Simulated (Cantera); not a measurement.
Charge: 1 mol Cu, 5.6 mol F2, held at 450 K and 1100 Pa.

These are equilibrium values from Cantera (NASA tables, ideal gas, pure condensed phases), not measurements of a reactor. Candidate condensed phases: Cu, CuF2; 6 gas species. The numbers say what is thermodynamically allowed, not how fast it happens.

Base state: F2 1.000 (mole fractions); condensed: CuF2(s).

Question: What changes in the equilibrium state with this change: 0.29 mol H2 added?

Answer: 
| species | before | after |
|---|---|---|
| F2 | 1.000 | 0.881 |
| HF | 0 | 0.119 |
| CuF2(s), mol | 1.00 | 1.00 |
